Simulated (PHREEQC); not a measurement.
Silver or lead bath

Consider water at 76 °C with 0.19 mol Pb(NO3)2 and 0.2 mol KBr per kg of water. Closed to the air; pH follows from the charge balance.

Equilibrium calculation in PHREEQC: ion-association model, wateq4f.dat.

* **pH**: 4.52
* **ionic strength**: 0.469 mol/kgw
* **activity of water**: 0.986

```json
[
 {"species": "NO3-", "molality": "0.338", "activity": "0.200", "log γ": "-0.229"},
 {"species": "K+", "molality": "0.200", "activity": "0.124", "log γ": "-0.207"},
 {"species": "PbBr+", "molality": "0.108", "activity": "0.0761", "log γ": "-0.150"},
 {"species": "Br-", "molality": "0.0904", "activity": "0.0639", "log γ": "-0.150"},
 {"species": "PbNO3+", "molality": "0.0416", "activity": "0.0294", "log γ": "-0.150"},
 {"species": "Pb+2", "molality": "0.0397", "activity": "0.00995", "log γ": "-0.602"},
 {"species": "PbBr2", "molality": "0.00100", "activity": "0.00112", "log γ": "0.047"},
 {"species": "H+", "molality": "4.06e-5", "activity": "3.04e-5", "log γ": "-0.126"},
 {"species": "Pb2OH+3", "molality": "3.16e-5", "activity": "1.40e-6", "log γ": "-1.354"},
 {"species": "PbOH+", "molality": "8.90e-6", "activity": "6.30e-6", "log γ": "-0.150"},
 {"species": "OH-", "molality": "1.09e-8", "activity": "6.63e-9", "log γ": "-0.214"},
 {"species": "Pb3(OH)4+2", "molality": "3.96e-9", "activity": "9.91e-10", "log γ": "-0.602"}
]
```

This is a speciation only: nothing precipitates in the calculation. Saturation is exceeded, for instance for Pb(OH)2; the values hold only as long as no solid forms. Away from 25 °C the constants follow the database's enthalpies or fits; those with neither stay at their 25 °C values.
